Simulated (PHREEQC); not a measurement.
Consider water at 55 °C with 0.0089 mol/kgw TMAH, 3.6e-05 mol/kgw Cs2SO4 and 0.0044 mol/kgw SrCl2. Closed to the air; pH follows from the charge balance.

Model: ion-association model, wateq4f.dat, run in PHREEQC.

Task: The ionic strength comes out as 0.0221 mol/kgw. What activity coefficients do Cs+, OH-, SrOH+, Cl-, Sr+2 get?

Result: Cs+ 0.86, OH- 0.86, SrOH+ 0.86, Cl- 0.86, Sr+2 0.56.

No solid was allowed to form. (CH3)4N+ isn't in the database: it is added as a free cation with an ion size of 4 Å. At this temperature some constants are extrapolated from 25 °C, and those without enthalpy data are left unchanged.
